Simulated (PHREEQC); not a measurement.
A solution holds 0.0058 mol HBr and 0.059 mol AlCl3 per kg of water, at 25 °C. Closed to the air; pH follows from the charge balance.

Equilibrium calculation in PHREEQC: ion-association model, phreeqc.dat.

```
Item                         Result
--------------------  -------------
pH                             2.34
ionic strength        0.360 mol/kgw
specific conductance    16400 µS/cm
density                 1.004 g/cm³
total alkalinity       -5.80 meq/kg
```

```tsv
species	molality	activity	log γ
Cl-	0.177	0.119	-0.172
Al+3	0.0590	0.00599	-0.993
H+	0.00585	0.00454	-0.110
Br-	0.00580	0.00373	-0.192
AlOH+2	5.12e-5	1.31e-5	-0.593
Al(OH)2+	3.16e-8	2.25e-8	-0.148
```

Precipitation was switched off in this run.
